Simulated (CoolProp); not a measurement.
Vapour-liquid equilibrium of propane (1) + R152A (2) at 0.237 MPa; x and y are mole fractions of (1).

Values from CoolProp's multi-fluid Helmholtz-energy mixture model, Lemmon 2009 and Outcalt 1996; pair parameters Bell 2016.

```json
[
 {"x": "0.05", "bubble temperature, mixture model (°C)": "-8.9", "bubble temperature, Raoult's law (°C)": "-4.1", "y, mixture model": "0.225", "y, Raoult's law": "0.088"},
 {"x": "0.2", "bubble temperature, mixture model (°C)": "-18.4", "bubble temperature, Raoult's law (°C)": "-7.3", "y, mixture model": "0.524", "y, Raoult's law": "0.319"},
 {"x": "0.35", "bubble temperature, mixture model (°C)": "-21.8", "bubble temperature, Raoult's law (°C)": "-10.2", "y, mixture model": "0.624", "y, Raoult's law": "0.506"},
 {"x": "0.5", "bubble temperature, mixture model (°C)": "-23.2", "bubble temperature, Raoult's law (°C)": "-13.0", "y, mixture model": "0.673", "y, Raoult's law": "0.659"},
 {"x": "0.65", "bubble temperature, mixture model (°C)": "-23.8", "bubble temperature, Raoult's law (°C)": "-15.5", "y, mixture model": "0.712", "y, Raoult's law": "0.785"},
 {"x": "0.8", "bubble temperature, mixture model (°C)": "-23.8", "bubble temperature, Raoult's law (°C)": "-17.9", "y, mixture model": "0.771", "y, Raoult's law": "0.889"},
 {"x": "0.95", "bubble temperature, mixture model (°C)": "-22.3", "bubble temperature, Raoult's law (°C)": "-20.2", "y, mixture model": "0.908", "y, Raoult's law": "0.975"}
]
```

The largest gap from Raoult's law is -11.6 K in bubble temperature, at x = 0.35. y crosses x between x = 0.65 and 0.8: the model has an azeotrope there.

The pair parameters rest on a limited set of measurements; away from them the model extrapolates.
